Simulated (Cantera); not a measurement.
Thermodynamics of boron, boron nitride and boron oxide, feed borazine + H2

Feed: 1 mol borazine, 99 mol H2.

Equilibrium computed with Cantera from the NASA thermochemical tables; the gas is ideal and each condensed phase is pure. Candidate condensed phases: B, BN; 15 gas species. The feed counts by its element totals alone. Mutual solubility and eutectic melting of coexisting phases are not modelled. The numbers say what is thermodynamically allowed, not how fast it happens.

Stable condensed phases:

```
T in °C \ P in Pa
             10     37    140    520   1900   7200  27000 100000
   1900       A      A      A      A      A      A      B      B
   1800       A      A      A      A      A      B      B      C
   1700       A      A      A      A      B      B      B      C
   1600       A      A      B      B      B      B      C      C
   1500       A      B      B      B      B      C      C      C
   1400       B      B      B      B      C      C      C      C
   1300       B      B      B      C      C      C      C      C
   1200       B      B      C      C      C      C      C      C
   1100       C      C      C      C      C      C      C      C
   1000       C      C      C      C      C      C      C      C
    900       C      C      C      C      C      C      C      C
    800       C      C      C      C      C      C      C      C
    700       C      C      C      C      C      C      C      C
```

A: B; B: B + BN; C: BN.
